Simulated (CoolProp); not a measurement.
Aqueous methanol as a coolant, at 11 °C, 1 atm.

Model: Melinder's fits for secondary coolants, in CoolProp.

| mass % | freezing point (°C) | viscosity (mPa s) | Prandtl number | density (kg/m³) | conductivity (W/(m K)) |
|---|---|---|---|---|---|
| 2.6 | -1.5 | 1.38 | 10.3 | 994.9 | 0.567 |
| 6.3 | -3.9 | 1.54 | 12.0 | 988.8 | 0.546 |
| 9.9 | -6.5 | 1.71 | 13.7 | 983.5 | 0.526 |
| 13.6 | -9.4 | 1.88 | 15.5 | 978.3 | 0.507 |
| 17.3 | -12.6 | 2.03 | 17.2 | 973.3 | 0.488 |
| 20.9 | -15.9 | 2.17 | 18.9 | 968.5 | 0.469 |
| 24.6 | -19.7 | 2.28 | 20.4 | 963.4 | 0.451 |
| 28.3 | -23.7 | 2.37 | 21.7 | 958.1 | 0.433 |
| 31.9 | -28.0 | 2.43 | 22.8 | 952.8 | 0.417 |
| 35.6 | -32.7 | 2.45 | 23.6 | 947.0 | 0.400 |
| 39.3 | -37.7 | 2.45 | 24.1 | 940.9 | 0.384 |
| 42.9 | -43.0 | 2.42 | 24.3 | 934.7 | 0.369 |
